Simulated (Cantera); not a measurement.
Input: 1 mol SiH4, a varied amount of N2, 4.4 mol H2, at 1423.15 K and 0.00133 bar.

Equilibrium computed with Cantera from the NASA thermochemical tables; the gas is ideal and each condensed phase is pure. Candidate condensed phases: Si, Si3N4; 18 gas species. N2 is the only nitrogen source here; it is nearly inert below about 1500 K, so the nitride shown seldom forms there in practice. Mutual solubility and eutectic melting of coexisting phases are not modelled. Rates play no part.

x: gas mole fraction; n: condensed amount in mol.

| n(N2) (mol) | x H2 | x N2 | x H | x Si | x SiH2 | x SiH | x NH3 | n Si(s) | n Si3N4(s) |
|---|---|---|---|---|---|---|---|---|---|
| 0.33 | 0.993 | 0.00721 | 0.000182 | 1.15e-6 | 5.24e-7 | 1.87e-7 | 8.85e-9 | 0.575 | 0.142 |
| 0.63 | 0.993 | 0.00721 | 0.000182 | 1.15e-6 | 5.24e-7 | 1.87e-7 | 8.85e-9 | 0.125 | 0.292 |
| 1.2 | 0.923 | 0.0769 | 0.000175 | 2.37e-7 | 1.00e-7 | [?] | 2.59e-8 | 0 | 0.333 |
| 2.4 | 0.787 | 0.213 | 0.000162 | 1.20e-7 | 4.34e-8 | [?] | 3.40e-8 | 0 | 0.333 |
| 4.7 | 0.613 | 0.387 | 0.000143 | 8.09e-8 | 2.27e-8 | [?] | 3.15e-8 | 0 | 0.333 |
| 9.2 | 0.428 | 0.571 | 0.000119 | 6.23e-8 | 1.22e-8 | [?] | 2.23e-8 | 0 | 0.333 |
| 18 | 0.270 | 0.730 | 9.46e-5 | 5.29e-8 | 6.54e-9 | [?] | 1.26e-8 | 0 | 0.333 |
| 35 | 0.157 | 0.843 | 7.22e-5 | 4.81e-8 | 3.46e-9 | [?] | 6.02e-9 | 0 | 0.333 |
| 68 | 0.0868 | 0.913 | 5.37e-5 | 4.56e-8 | 1.81e-9 | [?] | 2.57e-9 | 0 | 0.333 |

Q: What belongs in the gaps?

A: 
- 1.2, x SiH: 3.73e-8
- 2.4, x SiH: 1.75e-8
- 4.7, x SiH: 1.04e-8
- 9.2, x SiH: 6.67e-9
- 18, x SiH: 4.50e-9
- 35, x SiH: 3.12e-9
- 68, x SiH: 2.20e-9
